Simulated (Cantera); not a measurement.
Charge: 1 mol SiCl4, 0.57 mol HCl, 14 mol H2, equilibrated at 575 K and 10500 Torr.

Equilibrium computed with Cantera from the NASA thermochemical tables; the gas is ideal and each condensed phase is pure. Candidate condensed phases: Si; 19 gas species. The numbers say what is thermodynamically allowed, not how fast it happens.

Base state: H2 0.899, SiCl4 0.0642, HCl 0.0366, SiHCl3 2.34e-5 (mole fractions); condensed: gas only.

Q: What changes in the equilibrium state with this change: temperature from 575 K to 1575 K?

A: 
```csv
species,before,after
H2,0.899,0.836
HCl,0.0366,0.101
SiHCl3,2.34e-5,0.0183
SiCl4,0.0642,0.0165
SiCl2,<1e-9,0.0149
SiCl3,<1e-9,0.00971
SiH2Cl2,<1e-9,0.00333
SiH3Cl,<1e-9,0.000181
H,<1e-9,1.02e-5
```
The tables' values for SiCl3 are old estimates; treat these amounts as uncertain.
